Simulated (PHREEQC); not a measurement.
Consider water at 51 °C with 0.022 mol CdCl2 and 0.078 mol NaCl per kg of water. Closed to the air; pH follows from the charge balance.

All values are PHREEQC results (ion-association model, phreeqc.dat), not measurements.

| quantity | before | after |
|---|---|---|
| pH | 5.59 | 5.73 |
| ionic strength (mol/kgw) | 0.104 | 0.0915 |
| Cl- (mol/kgw) | 0.0997 | 0.0892 |

Q: Which change was made?
A) CdCl2 left out
B) NaCl replaced by AlCl3 at the same molality
C) temperature from 51 to 55 °C
D) CdCl2 from 0.022 to 0.011 mol/kgw

A: D, CdCl2 from 0.022 to 0.011 mol/kgw

This is a speciation only: nothing precipitates in the calculation. Constants without temperature data keep their 25 °C values here.
